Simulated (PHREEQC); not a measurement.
A made-up water analysis in mmol/kgw, 25 °C, pH 6.91:

```tsv
constituent	mmol/kgw
Na	69.5
K	10.7
Ca	10
Mg	5.41
Cl	86.6
S(6)	11.2
Alkalinity (meq/kgw)	3.38e-06
```

Cl is adjusted to close the charge balance.
Valence states are taken as typed.

Model: Pitzer model, pitzer.dat, run in PHREEQC.

The ionic strength comes out as 0.138 mol/kgw. What activity coefficients do Mg+2, Cl-, Na+, SO4-2, Ca+2 get?

Mg+2 0.33, Cl- 0.74, Na+ 0.77, SO4-2 0.24, Ca+2 0.30. Single-ion values are on the MacInnes scale.

This is a speciation only: nothing precipitates in the calculation.
